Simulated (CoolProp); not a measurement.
Toluene along the isobar 5.76 MPa: fugacity coefficient from the reference equation and from simpler models built on Tc = 591.7 K, pc = 4.126 MPa, ω = 0.266; each cubic takes its own stable root.

The numbers come from the reference Helmholtz-energy equation of state, Lemmon 2006 in CoolProp. It is a short technical equation, of lower accuracy than the large ones.

| T (K) | phase | reference |
|---|---|---|
| 404.3 | liquid | 0.03516 |
| 431.2 | liquid | 0.06333 |
| 458.2 | liquid | 0.1043 |
| 485.2 | liquid | 0.1594 |
| 512.1 | liquid | 0.2282 |
| 539.1 | liquid | 0.3101 |
| 566.1 | liquid | 0.4018 |
| 593 | supercritical | 0.4981 |
| 620 | supercritical | 0.5897 |

Question: How far does each simpler model (Redlich-Kwong, Soave-Redlich-Kwong) lie from the reference over these 9 states: mean and median of the absolute difference, and the worst?

Answer: 
- Redlich-Kwong: mean 27.7 %, median 22.5 %, worst +69.0 % at 404.3 K and 5.76 MPa
- Soave-Redlich-Kwong: mean 5.1 %, median 5.4 %, worst +6.3 % at 539.1 K and 5.76 MPa
